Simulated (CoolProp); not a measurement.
A single-stage vapour-compression cycle with isobutene: evaporating at 238.15 K (dew point), condensing at 298.15 K (bubble point), superheat 8 K, subcooling 0 K, compressor efficiency 0.75, no pressure losses. Each further row changes one setting.

Values from CoolProp's reference Helmholtz-energy equation of state, Lemmon 2005. It is a short technical equation, of lower accuracy than the large ones.

| case | cooling COP | pressure ratio | discharge temperature (K) | refrigerating effect (kJ/kg) | volumetric capacity (kJ/m³) |
|---|---|---|---|---|---|
| as stated | 2.36 | 10.5 | 331.7 | 294 | 238 |
| evaporating temperature 243.15 K | 2.68 | 8.17 | 328.2 | 300 | 307 |
| condensing temperature 293.15 K | [?] | 8.97 | 325.9 | [?] | 248 |
| subcooling 5 K | [?] | 10.5 | 331.7 | 305 | 248 |
| superheat 18 K | 2.37 | 10.5 | 342.4 | 308 | 240 |
| compressor efficiency 0.65 | 2.04 | 10.5 | 342.2 | 294 | 238 |

Fill in the missing entries.


- condensing temperature 293.15 K, cooling COP: 2.64
- condensing temperature 293.15 K, refrigerating effect (kJ/kg): 306
- subcooling 5 K, cooling COP: 2.45
